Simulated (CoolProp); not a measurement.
Vapour-liquid equilibrium of n-hexane (1) + benzene (2) at 279 kPa; x and y are mole fractions of (1).

The numbers come from the multi-fluid Helmholtz-energy mixture model, Thol 2019 and Thol 2012; pair parameters Bell 2016 in CoolProp.

| x | bubble temperature (°C) | y at the bubble point | dew temperature at overall composition x (°C) | liquid density (mol/L) |
|---|---|---|---|---|
| 0.05 | (withheld) | 0.090 | 115.9 | 9.658 |
| 0.125 | 112.7 | 0.200 | 114.3 | 9.356 |
| 0.2 | 110.9 | 0.291 | 112.7 | 9.065 |
| 0.275 | 109.5 | 0.368 | (withheld) | 8.786 |
| 0.35 | 108.3 | 0.437 | 109.8 | 8.520 |
| 0.425 | 107.4 | 0.501 | 108.5 | 8.267 |
| 0.5 | 106.6 | 0.562 | 107.4 | 8.025 |
| 0.575 | 106.0 | 0.622 | (withheld) | 7.795 |
| 0.65 | 105.6 | 0.683 | 105.8 | 7.576 |
| 0.725 | 105.2 | 0.745 | (withheld) | 7.367 |
| 0.8 | 105.0 | 0.809 | 105.0 | 7.168 |
| 0.875 | 104.9 | (withheld) | 104.9 | 6.978 |
| 0.95 | 104.9 | 0.949 | 104.9 | 6.796 |

Problem. What belongs in the gaps?

Solution. 
- 0.05, bubble temperature (°C): 115.1
- 0.275, dew temperature at overall composition x (°C): 111.2
- 0.575, dew temperature at overall composition x (°C): 106.5
- 0.725, dew temperature at overall composition x (°C): 105.3
- 0.875, y at the bubble point: 0.877

y crosses x between x = 0.875 and 0.95: the model has an azeotrope there.

Pair parameters are fitted to limited data, so mixtures are less certain than the pure fluids.
